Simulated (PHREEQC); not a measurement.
Dissolve 0.0056 mol Na2SiO3 per kg of water at 25 °C. Closed to the air; pH follows from the charge balance.

Equilibrium calculation in PHREEQC: ion-association model, phreeqc.dat.

This is a speciation only: nothing precipitates in the calculation.

Question: Estimate the pH, ionic strength.

Answer: pH 11.68; ionic strength 0.0114 mol/kgw.

Question: In which forms is Si present?

Answer: H3SiO4- 95 %, H2SiO4-2 4.2 %, H4SiO4 1.2 % of the Si.

Species that the database lacks are ignored.
